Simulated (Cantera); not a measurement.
Mixture: C3H8 : O2 : N2 : H2O = 1 : 2.38 : 8.95 : 1.2 (molar parts), equivalence ratio 2.1, at 750 Torr, adiabatic and at constant pressure. Ignition delay is the time to a rise of 400 K.

Model: GRI-Mech 3.0 (53 species, 325 reactions), integrated in Cantera. GRI-Mech 3.0 was tuned for natural gas; its chemistry of propane as a main component is partial and can be far from experiment.

Task: What does this change do: pressure from 750 Torr to 825 Torr?

Result: 
```json
[
 {"quantity": "delay at 1300 K", "before": "1.26 ms", "after": "1.20 ms"},
 {"quantity": "delay at 1400 K", "before": "0.308 ms", "after": "0.292 ms"},
 {"quantity": "delay at 1500 K", "before": "0.105 ms", "after": "98.8 µs"},
 {"quantity": "delay at 1600 K", "before": "47.1 µs", "after": "44.0 µs"},
 {"quantity": "delay at 1700 K", "before": "25.9 µs", "after": "24.0 µs"},
 {"quantity": "delay at 1800 K", "before": "16.4 µs", "after": "15.1 µs"},
 {"quantity": "delay at 1900 K", "before": "11.4 µs", "after": "10.5 µs"},
 {"quantity": "apparent activation energy between 1700 and 1900 K", "before": "110 kJ/mol", "after": "110 kJ/mol"}
]
```
